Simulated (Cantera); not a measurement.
A closed system holds: 1 mol SiC, 0.1 mol N2O, 130 mol N2, equilibrated at 2.90 Pa.

Equilibrium computed with Cantera from the NASA thermochemical tables; the gas is ideal and each condensed phase is pure. Candidate condensed phases: C, Si, SiC, SiO2, Si2N2O, Si3N4; 34 gas species. Mutual solubility and eutectic melting of coexisting phases are not modelled. The tables' values for SiN are old estimates; treat these amounts as uncertain. Equilibrium is a limit: real reactors are often held back by kinetics, nucleation or transport.

x: gas mole fraction; n: condensed amount in mol.

```tsv
T (K)	x N2	x Si	x CO	x SiO	n SiC(s)	n Si2N2O(s)	n C(graphite)
1175	0.999	3.39e-11	0.000512	2.84e-7	0.933	0.0333	0
1250	0.999	3.31e-9	0.000510	7.41e-6	0.934	0.0327	0
1325	0.999	1.97e-7	___	0.000129	0.939	0.0221	0
1400	0.999	3.83e-6	0.000386	0.000382	0.950	0	0
1475	0.999	3.00e-5	0.000399	0.000369	0.948	0	0
1550	0.999	0.000165	___	0.000301	0.939	0	0
1625	0.999	0.000508	___	0.000127	0.916	0	0
1700	0.998	0.000734	0.000754	1.38e-5	0.901	0	0
1775	0.998	0.00162	0.000763	3.94e-6	0.781	0	0.112
1850	0.992	0.00669	0.000758	4.84e-6	0.0787	0	0.774
1925	0.992	0.00731	0.000760	1.75e-6	0	0	0.834
```

Task: Complete the blanks.

Result: 
- 1325, x CO: 0.000469
- 1550, x CO: 0.000467
- 1625, x CO: 0.000640
